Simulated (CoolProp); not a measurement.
Vapour-liquid equilibrium of n-hexane (1) + cyclohexane (2) at 10.5 bar; x and y are mole fractions of (1).

Model: multi-fluid Helmholtz-energy mixture model, Thol 2019 and Zhou 2014; pair parameters Bell 2016, in CoolProp.

```
x      bubble temperature (K)  y at the bubble point  dew temperature at overall composition x (K)  liquid density (mol/L)
-----  ----------------------  ---------------------  --------------------------------------------  ----------------------
0.05                    456.8                  0.064                                         457.1                   7.041
0.125                   455.1                  0.156                                         455.7                   6.928
0.2                     453.5                  0.243                                         454.3                   6.816
0.275                   452.1                  0.326                                         453.0                   6.706
0.35                    450.7                  0.405                                         451.6                   6.597
0.425                   449.3                  0.480                                         450.3                   6.491
0.5                     448.1                  0.554                                         449.0                   6.387
0.575                   446.9                  0.625                                         447.7                   6.285
0.65                    445.7                  0.695                                         446.5                   6.184
0.725                   444.6                  0.762                                         445.2                   6.086
0.8                     443.6                  0.829                                         444.0                   5.989
0.875                   442.5                  0.894                                         442.8                   5.895
0.95                    441.5                  0.958                                         441.7                   5.802
```

No azeotrope shows between x = 0.05 and 0.95.

Pair parameters are fitted to limited data, so mixtures are less certain than the pure fluids.
